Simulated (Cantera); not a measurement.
Premixed flame

A freely propagating, adiabatic, planar premixed flame of CH₄ : CO : O₂ : N₂ = 1 : 1.1 : 1.82 : 6.85 (molar parts), equivalence ratio 1.4, unburnt at 325 K and 1.00 bar; mixture-averaged transport, grid criteria slope 0.08 and curve 0.16, no radiation.

Computed with Cantera and GRI-Mech 3.0 (53 species, 325 reactions). Burning velocities carry a grid error of a few per cent, more on coarse grids.

| z (mm) | T (K) | u (m/s) | x CH₄ | x CO | x O₂ | x CH₂O | x CO₂ | x NO₂ |
|---|---|---|---|---|---|---|---|---|
| -1.23 | 325 | 0.438 | 0.0928 | 0.102 | 0.169 | <1e-8 | 7.67e-8 | <1e-8 |
| -0.817 | 326 | 0.441 | 0.0924 | 0.102 | 0.168 | 2.89e-7 | 2.50e-6 | <1e-8 |
| -0.613 | 334 | 0.453 | 0.0917 | 0.101 | 0.167 | 2.92e-6 | 2.53e-5 | 1.50e-8 |
| -0.408 | 422 | 0.578 | 0.0867 | 0.101 | 0.162 | 7.15e-5 | 0.000664 | 2.27e-7 |
| -0.204 | 933 | 1.30 | 0.0593 | 0.108 | 0.124 | 0.000656 | 0.00969 | 1.63e-7 |
| -0.102 | 1363 | 1.91 | 0.0327 | 0.118 | 0.0838 | 0.000823 | 0.0229 | 3.15e-8 |
| 0 | 1731 | 2.43 | 0.00868 | 0.126 | 0.0402 | 0.000489 | 0.0421 | <1e-8 |
| 0.102 | 1892 | 2.65 | 0.000902 | 0.121 | 0.0147 | 0.000103 | 0.0615 | <1e-8 |
| 0.204 | 1937 | 2.70 | 5.70e-5 | 0.111 | 0.00564 | 8.88e-6 | 0.0754 | <1e-8 |
| 0.408 | 1968 | 2.72 | 2.55e-7 | 0.102 | 0.00197 | 4.90e-8 | 0.0870 | <1e-8 |
| 0.817 | 1999 | 2.76 | <1e-8 | 0.0991 | 0.00116 | <1e-8 | 0.0908 | <1e-8 |
| 1.63 | 2032 | 2.80 | <1e-8 | 0.0993 | 0.000674 | <1e-8 | 0.0910 | <1e-8 |
| 3.27 | 2061 | 2.83 | <1e-8 | 0.0997 | 0.000305 | <1e-8 | 0.0909 | <1e-8 |
x: mole fraction of selected species; z is measured from the peak of heat release.

- laminar burning velocity: 43.7 cm/s
- thermal thickness: 0.408 mm
- peak x(CH₂O): 0.000828
- grid points: 156
